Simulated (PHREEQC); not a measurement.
Buffer: speciation

Consider water at 25 °C with 0.07 mol KHCO3, 5.8e-05 mol Na2B4O7 and 0.00018 mol NaCl per kg of water. Closed to the air; pH follows from the charge balance.

Equilibrium calculation in PHREEQC: ion-association model, phreeqc.dat.

The pH comes out as 8.18, the ionic strength is 0.0712 mol/kgw and the specific conductance is 7090 µS/cm. The density is 1.002 g/cm³ and the total alkalinity comes out as 70.1 meq/kg.

| species | molality | activity | log γ |
|---|---|---|---|
| K+ | 0.0700 | 0.0552 | -0.103 |
| HCO3- | 0.0683 | 0.0552 | -0.092 |
| CO3-2 | 0.000907 | 0.000387 | -0.369 |
| CO2 | 0.000818 | 0.000831 | 0.007 |
| Na+ | 0.000287 | 0.000231 | -0.094 |
| H3BO3 | 0.000209 | 0.000213 | 0.007 |
| Cl- | 0.000180 | 0.000142 | -0.102 |
| H2BO3- | 2.29e-5 | 1.83e-5 | -0.097 |

This is a speciation only: nothing precipitates in the calculation.
